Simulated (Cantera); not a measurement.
**Premixed flame**

A freely propagating, adiabatic, planar premixed flame of H2 : O2 : N2 = 1 : 0.27 : 1.18 (molar parts), equivalence ratio 1.9, unburnt at 600 K and 105 Torr; mixture-averaged transport, grid criteria slope 0.08 and curve 0.16, no radiation.

Computed with Cantera and the H2/O2 subset of GRI-Mech 3.0, which has no nitrogen chemistry. Burning velocities carry a grid error of a few per cent, more on coarse grids.

```csv
z (mm),T (K),u (m/s),x H2,x O2,x HO2,x H,x O,x H2O2
-17.9,600,6.37,0.408,0.110,<1e-8,<1e-8,<1e-8,<1e-8
-11.9,600,6.37,0.408,0.110,<1e-8,<1e-8,<1e-8,<1e-8
-8.94,600,6.37,0.408,0.110,<1e-8,<1e-8,<1e-8,<1e-8
-5.96,600,6.37,0.408,0.110,8.19e-7,6.42e-7,<1e-8,<1e-8
-2.98,613,6.49,0.406,0.110,4.11e-5,0.000673,1.21e-5,4.18e-7
-1.49,741,7.78,0.381,0.106,2.66e-5,0.0127,0.000273,3.35e-7
0,1101,11.3,0.242,0.0579,1.01e-5,0.0837,0.00467,2.67e-7
1.49,1333,13.5,0.148,0.00691,1.17e-6,0.123,0.00379,1.97e-7
2.98,1422,14.3,0.145,0.00233,3.64e-7,0.118,0.00292,1.77e-7
5.96,1526,15.3,0.153,0.00183,2.55e-7,0.104,0.00273,1.55e-7
11.9,1646,16.3,0.163,0.00148,1.86e-7,0.0872,0.00236,1.10e-7
23.9,1772,17.4,0.172,0.00107,1.26e-7,0.0697,0.00181,6.38e-8
47.7,1895,18.4,0.181,0.000679,8.15e-8,0.0528,0.00121,3.35e-8
```
x: mole fraction of selected species; z is measured from the peak of heat release.

laminar burning velocity: 637 cm/s
thermal thickness: 5.96 mm
peak x(HO2): 4.14e-5
peak x(H): 0.123
peak x(O): 0.00545
peak x(H2O2): 5.26e-7
